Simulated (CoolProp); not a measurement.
Vapour-liquid equilibrium of methanol (1) + isohexane (2) at 100.35 °C; x and y are mole fractions of (1).

Model: multi-fluid Helmholtz-energy mixture model, de Reuck 1993 and Lemmon 2006; pair parameters Bell 2016, in CoolProp.

| x | bubble pressure, mixture model (kPa) | bubble pressure, Raoult's law (kPa) | y, mixture model | y, Raoult's law |
|---|---|---|---|---|
| 0.05 | 382.8 | 313.5 | 0.198 | 0.057 |
| 0.15 | 469.8 | 318.1 | 0.376 | 0.169 |
| 0.25 | 512.6 | 322.8 | 0.455 | 0.277 |
| 0.35 | 531.6 | 327.4 | 0.497 | 0.382 |
| 0.45 | 538.6 | 332.1 | 0.522 | 0.485 |
| 0.55 | 540.0 | 336.7 | 0.539 | 0.584 |
| 0.65 | 537.5 | 341.4 | 0.558 | 0.681 |
| 0.75 | 526.9 | 346.0 | 0.590 | 0.775 |
| 0.85 | 496.0 | 350.7 | 0.659 | 0.867 |
| 0.95 | 421.3 | 355.3 | 0.824 | 0.956 |

The largest gap from Raoult's law is +62.4 % in bubble pressure, at x = 0.35. y crosses x between x = 0.45 and 0.55: the model has an azeotrope there.

The pair parameters rest on a limited set of measurements; away from them the model extrapolates. With so large a gap from Raoult's law the liquid may split in two, which this calculation doesn't test in full.
